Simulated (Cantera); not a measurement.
A closed system holds: 1 mol SiH₂Cl₂, a varied amount of NH₃, equilibrated at 800 K and 10.0 Torr.

These are equilibrium values from Cantera (NASA tables, ideal gas, pure condensed phases), not measurements of a reactor. Candidate condensed phases: NH₄Cl, Si, Si₃N₄; 28 gas species. Equilibrium is a limit: real reactors are often held back by kinetics, nucleation or transport.

Question: At 3.8 mol NH₃, list the 4 most abundant gas species with their mole fractions, and the condensed phases.

Answer: H₂ 0.646, HCl 0.210, N₂ 0.141, SiCl₄ 0.00348. Condensed: Si₃N₄(s).
